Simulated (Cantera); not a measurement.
A freely propagating, adiabatic, planar premixed flame of H2 : O2 : N2 = 1 : 0.217 : 0.817 (molar parts), equivalence ratio 2.3, unburnt at 600 K and 13000 Pa; mixture-averaged transport, grid criteria slope 0.08 and curve 0.16, no radiation.

Cantera simulation using the H2/O2 subset of GRI-Mech 3.0, which has no nitrogen chemistry; the numbers are that mechanism's predictions, not measurements. Burning velocities carry a grid error of a few per cent, more on coarse grids.

### Question
What does this change do: H2 1 to 1.3 parts?

### Answer
```
quantity                    before     after
------------------------  --------  --------
laminar burning velocity  675 cm/s  614 cm/s
thermal thickness          6.50 mm   6.95 mm
peak x(OH)                 0.00363   0.00148
peak x(O)                  0.00403   0.00227
peak x(H2O2)               4.10e-7   3.84e-7
```

### Question
What does this change do: inlet temperature 600 to 500 K?

### Answer
```json
[
 {"quantity": "laminar burning velocity", "before": "675 cm/s", "after": "491 cm/s"},
 {"quantity": "thermal thickness", "before": "6.50 mm", "after": "6.12 mm"},
 {"quantity": "peak x(OH)", "before": "0.00363", "after": "0.00292"},
 {"quantity": "peak x(O)", "before": "0.00403", "after": "0.00353"},
 {"quantity": "peak x(H2O2)", "before": "4.10e-7", "after": "1.91e-6"}
]
```

### Question
What does this change do: N2 0.817 to 1 parts?

### Answer
```csv
quantity,before,after
laminar burning velocity,675 cm/s,595 cm/s
thermal thickness,6.50 mm,6.76 mm
peak x(OH),0.00363,0.00264
peak x(O),0.00403,0.00340
peak x(H2O2),4.10e-7,4.16e-7
```
